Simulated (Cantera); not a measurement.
Charge: 1 mol CH4, 0.13 mol NH3, 3.6 mol N2, held at 10.0 Torr.

These are equilibrium values from Cantera (NASA tables, ideal gas, pure condensed phases), not measurements of a reactor. Candidate condensed phases: C, C6H6, C7H8, C8H18; 92 gas species. Rates play no part. All values below are at 525 K.

Base state: N2 0.727, CH4 0.162, H2 0.111, NH3 7.50e-5 (mole fractions); condensed: C(graphite).

What changes in the equilibrium state with this change: CH4 replaced by C2H5OH?


```json
[
 {"species": "N2", "before": "0.727", "after": "0.603"},
 {"species": "CH4", "before": "0.162", "after": "0.141"},
 {"species": "H2O", "before": "0", "after": "0.140"},
 {"species": "CO2", "before": "0", "after": "0.0124"},
 {"species": "H2", "before": "0.111", "after": "0.103"},
 {"species": "CO", "before": "0", "after": "0.000106"},
 {"species": "NH3", "before": "7.50e-5", "after": "6.16e-5"},
 {"species": "C(graphite), mol", "before": "0.182", "after": "1.07"}
]
```
Further candidate phases: H2O.
